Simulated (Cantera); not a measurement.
## Equilibrium for iron carbonyl, mercury and lead vapours: Pb + N2 + CO

Charge: 1 mol Pb, 18 mol N2, 1.2 mol CO, equilibrated at 0.133 bar.

These are equilibrium values from Cantera (NASA tables, ideal gas, pure condensed phases), not measurements of a reactor. Candidate condensed phases: C, Pb, PbO, PbO2, Pb3O4; 27 gas species. Equilibrium is a limit: real reactors are often held back by kinetics, nucleation or transport.

From 1023 K to 1223 K the condensed part is C(graphite) + Pb(l). From 1273 K to 1373 K the condensed part is Pb(l). The main Pb-bearing gas is Pb throughout. The share of Pb in condensed phases is highest at 1023 K (99.6 %) and lowest at 1373 K (2.9 %).

```tsv
T (K)	log p N2	log p CO	log p Pb	log p CO2	log p Pb2	n C(graphite)	n Pb(l)
1023	-0.90	-2.08	-4.57	-4.61	-9.93	0.00353	0.996
1073	-0.90	-2.08	-4.14	-5.01	-9.20	0.00140	0.989
1123	-0.90	-2.08	-3.74	-5.38	-8.53	0.000602	0.974
1173	-0.90	-2.08	-3.37	-5.72	-7.93	0.000278	0.939
1223	-0.91	-2.08	-3.04	-6.03	-7.37	0.000137	0.868
1273	-0.91	-2.09	-2.74	-6.31	-6.86	0	0.732
1323	-0.91	-2.09	-2.45	-6.58	-6.39	0	0.480
1373	-0.92	-2.10	-2.19	-6.84	-5.96	0	0.0291
```
log p: log10 of the partial pressure in bar; n: condensed amount in mol.
